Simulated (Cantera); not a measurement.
A closed system holds: 1 mol Si3N4, 11 mol F2, 8.8 mol N2, held at 0.158 Torr.

Equilibrium computed with Cantera from the NASA thermochemical tables; the gas is ideal and each condensed phase is pure. Candidate condensed phases: Si, Si3N4; 16 gas species. Equilibrium is a limit: real reactors are often held back by kinetics, nucleation or transport. All values below are at 1173 K.

Base state: N2 0.454, F 0.420, SiF4 0.126, F2 0.000205 (mole fractions); condensed: gas only.

### Question
What changes in the equilibrium state with this change: Si3N4 replaced by BN?

### Answer
| species | before | after |
|---|---|---|
| F | 0.420 | 0.648 |
| N2 | 0.454 | 0.318 |
| BF3 | 0 | 0.0341 |
| SiF4 | 0.126 | 0 |
| F2 | 0.000205 | 0.000488 |
Further candidate phases: B, BN.
